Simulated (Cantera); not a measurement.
CCl₄ + H₂ (fluorocarbon and chlorocarbon gases)

A closed system holds: 1 mol CCl₄, 0.1 mol H₂.

Equilibrium computed with Cantera from the NASA thermochemical tables; the gas is ideal and each condensed phase is pure. Candidate condensed phases: C, C₆H₆, C₇H₈, C₈H₁₈; 91 gas species. The numbers say what is thermodynamically allowed, not how fast it happens.

Stable condensed phases:

```
T in K \ P in Pa
              1    5.2     27    140    720   3700  19000 100000
   2973       A      A      A      A      B      B      B      B
   2923       A      A      A      A      B      B      B      B
   2873       A      A      A      B      B      B      B      B
   2823       A      A      A      B      B      B      B      B
   2773       A      A      A      B      B      B      B      B
   2723       A      A      B      B      B      B      B      B
   2673       A      A      B      B      B      B      B      B
   2623       A      B      B      B      B      B      B      B
   2573       A      B      B      B      B      B      B      B
   2523       A      B      B      B      B      B      B      B
   2473       B      B      B      B      B      B      B      B
   2423       B      B      B      B      B      B      B      B
   2373       B      B      B      B      B      B      B      B
   2323       B      B      B      B      B      B      B      B
```

A: gas only; B: C.
